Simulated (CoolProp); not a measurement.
C2F6 (R116) along the isotherm 373.7 K: density (kg/m³) from the reference equation and from simpler models built on Tc = 293.0 K, pc = 3.048 MPa, ω = 0.257; each cubic takes its own stable root.

Computed with CoolProp (reference Helmholtz-energy equation of state, Lemmon 2006). It is a short technical equation, of lower accuracy than the large ones.

```json
[
 {"p (MPa)": "0.327", "phase": "gas", "reference": "14.75"},
 {"p (MPa)": "0.653", "phase": "gas", "reference": "29.91"},
 {"p (MPa)": "0.98", "phase": "gas", "reference": "45.60"},
 {"p (MPa)": "1.31", "phase": "gas", "reference": "61.96"},
 {"p (MPa)": "1.63", "phase": "gas", "reference": "78.35"},
 {"p (MPa)": "1.96", "phase": "gas", "reference": "95.82"},
 {"p (MPa)": "2.29", "phase": "gas", "reference": "113.9"},
 {"p (MPa)": "2.61", "phase": "gas", "reference": "132.1"},
 {"p (MPa)": "2.94", "phase": "gas", "reference": "151.4"},
 {"p (MPa)": "3.27", "phase": "supercritical", "reference": "171.5"},
 {"p (MPa)": "3.59", "phase": "supercritical", "reference": "191.7"},
 {"p (MPa)": "3.92", "phase": "supercritical", "reference": "213.1"},
 {"p (MPa)": "4.24", "phase": "supercritical", "reference": "234.7"},
 {"p (MPa)": "4.57", "phase": "supercritical", "reference": "257.6"}
]
```

How far does each simpler model (ideal gas, van der Waals, Soave-Redlich-Kwong, Peng-Robinson) lie from the reference over these 14 states: mean and median of the absolute difference, and the worst?


- ideal gas: mean 11.4 %, median 11.5 %, worst -21.2 % at 373.7 K and 4.57 MPa
- van der Waals: mean 4.0 %, median 3.2 %, worst +10.2 % at 373.7 K and 4.57 MPa
- Soave-Redlich-Kwong: mean 0.6 %, median 0.4 %, worst -1.8 % at 373.7 K and 4.57 MPa
- Peng-Robinson: mean 1.7 %, median 1.9 %, worst +2.4 % at 373.7 K and 3.92 MPa
